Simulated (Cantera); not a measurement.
# Low-pressure radical oxidation in H2/O2

A perfectly stirred reactor is fed with 3.19 % H2, 96.8 % O2, at 11.3 Torr; it is held at 1000 K, and followed from long to short residence time.

Detailed kinetics in Cantera: the H2/O2 subset of GRI-Mech 3.0, which has no nitrogen chemistry. Radical loss at walls, strong at low pressure, is not modelled.

```json
[
 {"τ (s)": "12", "x H2": "7.85e-5", "x O2": "0.967", "x O": "0.000231", "x H": "7.36e-6", "x H2O": "0.0323", "x HO2": "9.71e-7", "x OH": "0.000120"},
 {"τ (s)": "3.8", "x H2": "0.000152", "x O2": "0.967", "x O": "0.000478", "x H": "2.30e-5", "x H2O": "0.0322", "x HO2": "1.52e-6", "x OH": "0.000181"},
 {"τ (s)": "1.2", "x H2": "0.000291", "x O2": "0.966", "x O": "0.000962", "x H": "7.12e-5", "x H2O": "0.0320", "x HO2": "2.29e-6", "x OH": "0.000279"},
 {"τ (s)": "0.38", "x H2": "0.000551", "x O2": "0.965", "x O": "0.00186", "x H": "0.000215", "x H2O": "0.0315", "x HO2": "3.30e-6", "x OH": "0.000436"},
 {"τ (s)": "0.12", "x H2": "0.00105", "x O2": "0.964", "x O": "0.00339", "x H": "0.000621", "x H2O": "0.0307", "x HO2": "4.47e-6", "x OH": "0.000688"},
 {"τ (s)": "0.037", "x H2": "0.00207", "x O2": "0.961", "x O": "0.00570", "x H": "0.00165", "x H2O": "0.0289", "x HO2": "5.64e-6", "x OH": "0.00108"},
 {"τ (s)": "0.012", "x H2": "0.00408", "x O2": "0.957", "x O": "0.00800", "x H": "0.00344", "x H2O": "0.0256", "x HO2": "6.45e-6", "x OH": "0.00157"},
 {"τ (s)": "0.0036", "x H2": "0.00885", "x O2": "0.956", "x O": "0.00859", "x H": "0.00510", "x H2O": "0.0196", "x HO2": "6.71e-6", "x OH": "0.00205"}
]
```
x: mole fraction; the columns are a selection and need not sum to one.
